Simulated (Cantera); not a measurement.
An isothermal, constant-pressure homogeneous reactor starts with H₂ : O₂ : N₂ = 1.7 : 1 : 6 (molar parts), equivalence ratio 0.85, at 1098 K and 100000 Pa. Integrator tolerance rtol = 1e-08.

Computed with Cantera and the H2/O2 subset of GRI-Mech 3.0, which has no nitrogen chemistry. The temperature is held fixed by assumption; the heat of reaction is taken as removed at once.

What does this change do: temperature 1098 to 800 K?


```csv
quantity,before,after
x(H₂) at 7.00 s,1.98e-9 (gas-phase equilibrium 1.98e-9),0.195 (gas-phase equilibrium <1e-12)
x(O₂) at 7.00 s,0.0191 (gas-phase equilibrium 0.0191),0.115 (gas-phase equilibrium 0.0191)
x(H₂O₂) at 7.00 s,2.57e-10 (gas-phase equilibrium 2.65e-10),4.47e-5 (gas-phase equilibrium 3.47e-12)
x(H) at 7.00 s,1.09e-12 (gas-phase equilibrium 1.11e-12),3.25e-10 (gas-phase equilibrium <1e-12)
x(O) at 7.00 s,3.21e-10 (gas-phase equilibrium 3.30e-10),2.43e-11 (gas-phase equilibrium <1e-12)
x(OH) at 7.00 s,5.26e-7 (gas-phase equilibrium 5.34e-7),2.65e-11 (gas-phase equilibrium 7.07e-10)
x(HO₂) at 7.00 s,9.52e-10 (gas-phase equilibrium 9.47e-10),1.61e-6 (gas-phase equilibrium 4.17e-12)
```
Below about 950 K walls govern HO2 and H2O2 in real vessels.
